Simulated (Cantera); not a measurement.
Standard-state values (1 bar) from the NASA 1993 polynomials, evaluated with Cantera. Values are per mole of reaction as written; species without (g) are pure solids or liquids, kept so even where they would boil at 1 bar.

a) 4 Al + O2(g) → 2 Al2O(g)
b) 0.8 V + O2(g) → 0.4 V2O5
c) 2 Ti + O2(g) → 2 TiO(g)
d) Zr + O2(g) → ZrO2(g)
e) Nb + O2(g) → NbO2
f) 0.6667 Cr + O2(g) → 0.6667 CrO3(g)
g) 1.333 Ti + O2(g) → 0.6667 Ti2O3

Task: Order these by ΔG° at 1048 K, most negative first.

Result: g (-820 kJ), e (-605 kJ), a (-465 kJ), b (-444 kJ), d (-313 kJ), f (-147 kJ), c (-92 kJ)
